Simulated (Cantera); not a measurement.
# Stirred combustor or abatement burner

A perfectly stirred reactor is fed with 20.0 % H2, 13.2 % O2, 54.1 % N2, 12.6 % H2O, equivalence ratio 0.76, at 0.660 bar; it is adiabatic with a 800 K inlet, and is followed from long to short residence time, starting on the burning branch (τ in s: 0.049, 0.029, 0.017, 0.0096, 0.0056, 0.0032, 0.0019, 0.0011, 0.00063, 0.00037, 0.00021, 0.00012, 7.2e-05).

Model: GRI-Mech 3.0 (53 species, 325 reactions), integrated in Cantera.

| τ (s) | T (K) | x H2 | x O2 | x H2O | x HO2 | x O | x NO | x N2O |
|---|---|---|---|---|---|---|---|---|
| 0.049 | 2153 | 0.00305 | 0.0345 | 0.355 | 2.53e-6 | 0.000680 | 0.000394 | 1.63e-7 |
| 0.029 | 2147 | 0.00359 | 0.0347 | 0.354 | 2.70e-6 | 0.000801 | 0.000268 | 1.66e-7 |
| 0.017 | 2136 | 0.00443 | 0.0349 | 0.353 | 2.99e-6 | 0.000993 | 0.000185 | 1.66e-7 |
| 0.0096 | 2119 | 0.00577 | 0.0352 | 0.350 | 3.52e-6 | 0.00130 | 0.000126 | 1.62e-7 |
| 0.0056 | 2096 | 0.00754 | 0.0357 | 0.347 | 4.31e-6 | 0.00173 | 8.71e-5 | 1.51e-7 |
| 0.0032 | 2064 | 0.00993 | 0.0365 | 0.342 | 5.53e-6 | 0.00235 | 5.87e-5 | 1.37e-7 |
| 0.0019 | 2026 | 0.0127 | 0.0375 | 0.337 | 7.13e-6 | 0.00310 | 4.09e-5 | 1.22e-7 |
| 0.0011 | 1976 | 0.0160 | 0.0389 | 0.331 | 9.36e-6 | 0.00408 | 2.93e-5 | 1.08e-7 |
| 0.00063 | 1914 | 0.0197 | 0.0406 | 0.323 | 1.23e-5 | 0.00527 | 2.26e-5 | 9.59e-8 |
| 0.00037 | 1845 | 0.0235 | 0.0426 | 0.315 | 1.56e-5 | 0.00654 | 1.89e-5 | 8.56e-8 |
| 0.00021 | 1763 | 0.0275 | 0.0451 | 0.307 | 1.99e-5 | 0.00793 | 1.59e-5 | 7.60e-8 |
| 0.00012 | 1674 | 0.0317 | 0.0480 | 0.297 | 2.49e-5 | 0.00917 | 1.28e-5 | 6.71e-8 |
| 7.2e-5 | 1586 | 0.0362 | 0.0515 | 0.288 | 3.06e-5 | 0.00996 | 9.70e-6 | 5.87e-8 |
x: mole fraction; the columns are a selection and need not sum to one.
